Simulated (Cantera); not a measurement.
**Ignition delay**

Mixture: CH₄ : O₂ : N₂ = 1 : 1.82 : 4.73 (molar parts), equivalence ratio 1.1, at 750 Torr, adiabatic and at constant volume. Ignition delay is the time to a rise of 400 K.

Computed with Cantera and GRI-Mech 3.0 (53 species, 325 reactions).

```tsv
T0 (K)	delay (ms)
1198	34.4
1273	12.2
1348	4.66
1423	1.94
1498	0.882
1573	0.438
1648	0.237
1723	0.137
```

```yaml
apparent activation energy between 1573 and 1723 K: 170 kJ/mol
```
